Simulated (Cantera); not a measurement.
A Cantera script and what it prints.

```python
import numpy as np
import cantera as ct

gas_names = """
    H HO2 H2 H2O H2O2 H2S H2SO4 O OH O2 O3 S SH SO SO2 SO3 S2 S2O S8
""".split()
cond_names = """
    H2O(s) H2O(L) H2SO4(L) S(cr1) S(cr2) S(L)
""".split()


def load(file, names, dense=False):
    # The tables refer to 1 bar. Condensed volumes are neglected.
    table = {s.name: s for s in ct.Species.list_from_file(file)}
    out = []
    for n in names:
        d = dict(table[n].input_data)
        d["thermo"] = dict(d["thermo"], **{"reference-pressure": 1e5})
        if dense:
            d["equation-of-state"] = {"model": "constant-volume", "density": "1e6 g/cm^3"}
        out.append(ct.Species.from_dict(d))
    return out


gas = ct.Solution(thermo="ideal-gas", species=load("nasa_gas.yaml", gas_names))
cond = {s.name: ct.Solution(thermo="fixed-stoichiometry", species=[s], name=s.name)
        for s in load("nasa_condensed.yaml", cond_names, dense=True)}
atoms = {
    'S': {'S': 1},
    'SO2': {'S': 1, 'O': 2},
    'H2': {'H': 2},
}
top_T = {}  # K; cautious upper limits of use, not melting points


def equilibrate(T, P, feed):
    n = {}
    for name, mol in feed.items():
        for a, k in atoms[name].items():
            n[a] = n.get(a, 0.0) + k * mol
    gas.TPX = T, P, n
    mass = sum(n.values()) * gas.mean_molecular_weight
    gas.equilibrate("TP")
    valid = [c for c in cond.values() if c.min_temp <= T <= top_T.get(c.name, c.max_temp)]
    mix = ct.Mixture([(gas, mass / gas.mean_molecular_weight)] + [(c, 0.0) for c in valid])
    mix.T, mix.P = T, P
    mix.equilibrate("TP", solver="vcs", rtol=1e-11, max_steps=5000)
    return mix


results = []
feed = {'S': 1, 'SO2': 0.013, 'H2': 2.8}  # mol
P = 101325  # Pa
for T in [1450, 1650, 1850, 2050, 2250, 2450, 2650, 2850, 3050, 3250]:
    mix = equilibrate(T, P, feed)
    results.append((T, P, feed, dict(zip(mix.species_names, mix.species_moles))))
    x = sorted(zip(gas.X, gas.species_names), reverse=True)
    print(f"T = {T:g} K  P = {P:g} Pa  gas = {mix.phase_moles(0):.4g} mol")
    print("   x: " + "  ".join(f"{s} {v:.3e}" for v, s in x if v > 1e-05))
    print("   condensed (mol): " + ("  ".join(f"{mix.phase(i).name} {mix.phase_moles(i):.4g}"
          for i in range(1, mix.n_phases) if mix.phase_moles(i) > 1e-12) or "none"))
```

It prints:

```
T = 1450 K  P = 101325 Pa  gas = 2.836 mol
   x: H2 6.456e-01  H2S 3.321e-01  S2 1.199e-02  H2O 9.168e-03  SH 1.161e-03
   condensed (mol): none
T = 1650 K  P = 101325 Pa  gas = 2.926 mol
   x: H2 6.853e-01  H2S 2.605e-01  S2 4.052e-02  H2O 8.881e-03  SH 4.636e-03  H 7.471e-05  S 3.964e-05
   condensed (mol): none
T = 1850 K  P = 101325 Pa  gas = 3.035 mol
   x: H2 7.284e-01  H2S 1.797e-01  S2 7.120e-02  SH 1.135e-02  H2O 8.537e-03  H 4.568e-04  S 2.917e-04  SO 2.249e-05
   condensed (mol): none
T = 2050 K  P = 101325 Pa  gas = 3.126 mol
   x: H2 7.571e-01  H2S 1.191e-01  S2 9.133e-02  SH 2.095e-02  H2O 8.224e-03  H 1.961e-03  S 1.314e-03  SO 7.970e-05
   condensed (mol): none
T = 2250 K  P = 101325 Pa  gas = 3.198 mol
   x: H2 7.692e-01  S2 1.003e-01  H2S 7.910e-02  SH 3.250e-02  H2O 7.886e-03  H 6.471e-03  S 4.294e-03  SO 2.146e-04  S2O 1.395e-05
   condensed (mol): none
T = 2450 K  P = 101325 Pa  gas = 3.267 mol
   x: H2 7.654e-01  S2 1.003e-01  H2S 5.306e-02  SH 4.467e-02  H 1.746e-02  S 1.113e-02  H2O 7.426e-03  SO 4.698e-04  OH 3.311e-05  S2O 1.762e-05
   condensed (mol): none
T = 2650 K  P = 101325 Pa  gas = 3.356 mol
   x: H2 7.441e-01  S2 9.288e-02  SH 5.559e-02  H 4.017e-02  H2S 3.552e-02  S 2.405e-02  H2O 6.758e-03  SO 8.626e-04  OH 8.888e-05  S2O 1.948e-05
   condensed (mol): none
T = 2850 K  P = 101325 Pa  gas = 3.488 mol
   x: H2 7.018e-01  H 8.094e-02  S2 7.920e-02  SH 6.289e-02  S 4.457e-02  H2S 2.320e-02  H2O 5.855e-03  SO 1.350e-03  OH 1.984e-04  S2O 1.878e-05  O 1.429e-05
   condensed (mol): none
T = 3050 K  P = 101325 Pa  gas = 3.685 mol
   x: H2 6.357e-01  H 1.455e-01  S 7.182e-02  SH 6.435e-02  S2 6.125e-02  H2S 1.440e-02  H2O 4.773e-03  SO 1.819e-03  OH 3.768e-04  O 5.253e-05  S2O 1.563e-05
   condensed (mol): none
T = 3250 K  P = 101325 Pa  gas = 3.965 mol
   x: H2 5.466e-01  H 2.358e-01  S 1.015e-01  SH 5.906e-02  S2 4.225e-02  H2S 8.262e-03  H2O 3.622e-03  SO 2.127e-03  OH 6.195e-04  O 1.594e-04  S2O 1.111e-05
   condensed (mol): none
```

Equilibrium computed with Cantera from the NASA thermochemical tables; the gas is ideal and each condensed phase is pure.
